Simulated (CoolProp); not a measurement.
Vapour-liquid equilibrium of propane (1) + dimethyl ether (2) at 299.2 K; x and y are mole fractions of (1).

The numbers come from the multi-fluid Helmholtz-energy mixture model, Lemmon 2009 and Wu 2011; pair parameters Bell 2016 in CoolProp.

```csv
x,bubble pressure (bar),y at the bubble point,dew pressure at overall composition x (bar),liquid density (mol/L)
0.05,6.543,0.107,6.293,14.11
0.15,7.324,0.267,6.744,13.69
0.25,7.953,0.385,7.237,13.30
0.35,8.461,0.479,7.764,12.93
0.45,8.873,0.560,8.305,12.59
0.55,9.205,0.634,8.824,12.26
0.65,9.467,0.706,9.270,11.97
0.75,9.660,0.779,9.593,11.70
0.85,9.778,0.859,9.769,11.45
0.95,9.805,0.949,9.805,11.23
```

y crosses x between x = 0.85 and 0.95: the model has an azeotrope there.

The pair parameters rest on a limited set of measurements; away from them the model extrapolates.
